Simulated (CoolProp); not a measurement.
A single-stage vapour-compression cycle with CH2F2 (R32): evaporating at 200.15 K (dew point), condensing at 232.15 K (bubble point), superheat 2 K, subcooling 5 K, compressor efficiency 0.65, no pressure losses. Each further row changes one setting.

Model: reference Helmholtz-energy equation of state, Tillner-Roth 1997, in CoolProp.

| case | cooling COP | pressure ratio | discharge temperature (K) | refrigerating effect (kJ/kg) | volumetric capacity (kJ/m³) |
|---|---|---|---|---|---|
| as stated | 3.54 | 5.68 | 332.6 | 363 | 341 |
| evaporating temperature 205.15 K | 4.41 | 4.16 | 313.7 | 366 | 461 |
| condensing temperature 227.15 K | 4.28 | 4.49 | 313.8 | 371 | 349 |
| subcooling 10 K | 3.61 | 5.68 | 332.6 | 371 | 349 |
| superheat 12 K | 3.44 | 5.68 | 346.8 | 370 | 331 |
| compressor efficiency 0.55 | 2.99 | 5.68 | 353.1 | 363 | 341 |
